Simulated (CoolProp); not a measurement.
n-octane at 508.18 K and 9.68 MPa is throttled through a valve to 2.94 MPa with no heat exchange. Each further row changes one setting.

Model: reference Helmholtz-energy equation of state, Beckmüller 2019, in CoolProp.

```
case                       temperature change (K)                       final phase  final density (kg/m³)
-------------------------  ----------------------  --------------------------------  ---------------------
as stated                                    -0.6                            liquid                    498
outlet pressure 0.882 MPa                    -8.6  two-phase, vapour fraction 0.109                    194
outlet pressure 3.82 MPa                     -0.4                            liquid                    503
```
